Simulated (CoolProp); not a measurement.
Properties of dry air along the isotherm 133.6 K.

Computed with CoolProp (reference Helmholtz-energy equation of state, Lemmon 2000). It is a pseudo-pure fit of the blend.

```tsv
p (MPa)	phase	Joule-Thomson coefficient (K/MPa)	expansivity (1/kK)	viscosity (µPa s)	conductivity (mW/(m K))
0.018	gas	9.949	7.520	9.33	12.6
0.0319	gas	9.950	7.548	9.33	12.6
0.0568	gas	9.952	7.597	9.33	12.6
0.101	gas	9.956	7.686	9.34	12.7
0.18	gas	9.963	7.851	9.36	12.7
0.319	gas	9.976	8.155	9.38	12.8
0.568	gas	10.000	8.759	9.44	13.1
1.01	gas	10.04	10.06	9.58	13.6
1.8	gas	10.09	13.60	9.97	15.0
3.19	gas	9.608	35.42	11.6	21.5
5.68	supercritical	1.234	24.90	37.3	59.5
```

Viscosity comes from a separate model (Lemmon 2004). Thermal conductivity comes from a separate model (Lemmon 2004).
